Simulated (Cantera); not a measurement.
# Premixed flame

A freely propagating, adiabatic, planar premixed flame of H₂ : O₂ : N₂ = 1 : 0.5 : 2.05 (molar parts), equivalence ratio 1.0, unburnt at 400 K and 100.0 Torr; multicomponent+Soret transport, grid criteria slope 0.08 and curve 0.16, no radiation.

Cantera simulation using the H2/O2 subset of GRI-Mech 3.0, which has no nitrogen chemistry; the numbers are that mechanism's predictions, not measurements. Burning velocities carry a grid error of a few per cent, more on coarse grids.

```tsv
z (mm)	T (K)	u (m/s)	x H₂	x O₂	x OH	x H₂O	x HO₂	x O
-17.4	400	2.61	0.282	0.141	<1e-8	<1e-8	<1e-8	<1e-8
-11.6	400	2.61	0.282	0.141	<1e-8	<1e-8	<1e-8	<1e-8
-8.72	400	2.61	0.282	0.141	<1e-8	<1e-8	<1e-8	<1e-8
-5.81	400	2.61	0.282	0.141	<1e-8	<1e-8	<1e-8	<1e-8
-2.91	403	2.61	0.277	0.142	4.86e-6	8.14e-5	4.22e-5	7.43e-7
-1.45	580	3.65	0.242	0.140	0.000543	0.0139	6.01e-5	8.98e-5
0	1036	6.33	0.131	0.0972	0.00202	0.106	1.70e-5	0.00488
1.45	1328	8.07	0.0474	0.0398	0.00632	0.206	5.97e-6	0.0114
2.91	1452	8.77	0.0407	0.0314	0.00849	0.221	4.07e-6	0.0119
5.81	1588	9.52	0.0417	0.0279	0.0107	0.229	3.04e-6	0.0111
11.6	1736	10.3	0.0415	0.0245	0.0127	0.239	2.23e-6	0.00948
23.2	1884	11.1	0.0391	0.0208	0.0140	0.250	1.60e-6	0.00740
46.5	2023	11.7	0.0347	0.0171	0.0140	0.263	1.15e-6	0.00524
```
x: mole fraction of selected species; z is measured from the peak of heat release.

```yaml
laminar_burning_velocity: 261 cm/s
thermal_thickness: 5.81 mm
peak x(OH): 0.0141
peak x(HO₂): 0.000104
peak x(O): 0.0119
grid_points: 138
```
